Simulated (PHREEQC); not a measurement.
Synthetic water in mg/L, 25 °C, pH 3.35, pe 9.8: Na 81.7; K 0.0263; Ca 101; Mg 7.83; Cl 43.5; S(6) as SO4 415; Zn 0.738.

Na is adjusted to close the charge balance.
Valence states are taken as typed.

The numbers come from PHREEQC with the ion-association model, wateq4f.dat.

```yaml
ionic_strength: 0.0142 mol/kgw
total_alkalinity: -0.605 meq/kg
```

```csv
species,molality,activity,log γ
SO4-2,0.00354,0.00221,-0.204
Na+,0.00352,0.00312,-0.052
Ca+2,0.00197,0.00124,-0.201
Cl-,0.00123,0.00109,-0.053
CaSO4,0.000547,0.000549,0.001
H+,0.000495,0.000447,-0.045
Mg+2,0.000243,0.000154,-0.197
HSO4-,0.000108,9.62e-5,-0.052
MgSO4,7.97e-5,8.00e-5,0.001
NaSO4-,3.89e-5,3.47e-5,-0.050
Zn+2,8.43e-6,5.35e-6,-0.197
ZnSO4,2.77e-6,2.78e-6,0.001
CaHSO4+,1.62e-6,1.44e-6,-0.052
```

This is a speciation only: nothing precipitates in the calculation.
